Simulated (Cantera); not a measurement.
Catalytic stagnation flow on Pt

A jet of CH4 : O2 : N2 = 0.036 : 0.1 : 0.79 (molar parts), equivalence ratio 0.72 at 300 K and 0.280 bar hits a platinum plate 7.6 cm away at a mass flux of 0.064 kg/m²/s; the plate temperature is set and raised in steps from an oxygen-covered start.

Computed with Cantera and Deutschmann's 1995 Pt surface mechanism with GRI-Mech 3.0 gas chemistry. Catalytic surfaces can have several steady states; this one follows from the mechanism file's or the stated starting coverage.

```json
[
 {"plate T (K)": "950", "wall x CH4": "0.00941", "wall x O2": "0.0453", "wall x H2O": "0.0548", "wall x OH": "7.62e-8", "wall x CO": "4.78e-6", "wall x CO2": "0.0363", "θ free Pt": "0.252", "θ O*": "0.745", "θ OH*": "0.00291"},
 {"plate T (K)": "1000", "wall x CH4": "0.00594", "wall x O2": "0.0381", "wall x H2O": "0.0610", "wall x OH": "1.98e-7", "wall x CO": "4.13e-6", "wall x CO2": "0.0405", "θ free Pt": "0.327", "θ O*": "0.670", "θ OH*": "0.00276"},
 {"plate T (K)": "1050", "wall x CH4": "0.00406", "wall x O2": "0.0341", "wall x H2O": "0.0643", "wall x OH": "4.58e-7", "wall x CO": "3.80e-6", "wall x CO2": "0.0427", "θ free Pt": "0.400", "θ O*": "0.598", "θ OH*": "0.00250"},
 {"plate T (K)": "1100", "wall x CH4": "0.00297", "wall x O2": "0.0319", "wall x H2O": "0.0662", "wall x OH": "9.72e-7", "wall x CO": "3.67e-6", "wall x CO2": "0.0440", "θ free Pt": "0.470", "θ O*": "0.528", "θ OH*": "0.00222"},
 {"plate T (K)": "1150", "wall x CH4": "0.00229", "wall x O2": "0.0307", "wall x H2O": "0.0672", "wall x OH": "1.92e-6", "wall x CO": "3.72e-6", "wall x CO2": "0.0447", "θ free Pt": "0.535", "θ O*": "0.463", "θ OH*": "0.00194"},
 {"plate T (K)": "1200", "wall x CH4": "0.00184", "wall x O2": "0.0300", "wall x H2O": "0.0678", "wall x OH": "3.54e-6", "wall x CO": "3.95e-6", "wall x CO2": "0.0450", "θ free Pt": "0.596", "θ O*": "0.402", "θ OH*": "0.00169"},
 {"plate T (K)": "1250", "wall x CH4": "0.00150", "wall x O2": "0.0298", "wall x H2O": "0.0680", "wall x OH": "6.19e-6", "wall x CO": "4.50e-6", "wall x CO2": "0.0449", "θ free Pt": "0.652", "θ O*": "0.346", "θ OH*": "0.00145"},
 {"plate T (K)": "1300", "wall x CH4": "0.00109", "wall x O2": "0.0295", "wall x H2O": "0.0685", "wall x OH": "1.04e-5", "wall x CO": "6.26e-6", "wall x CO2": "0.0449", "θ free Pt": "0.703", "θ O*": "0.295", "θ OH*": "0.00125"}
]
```
x: mole fraction at the wall; θ: surface coverage.
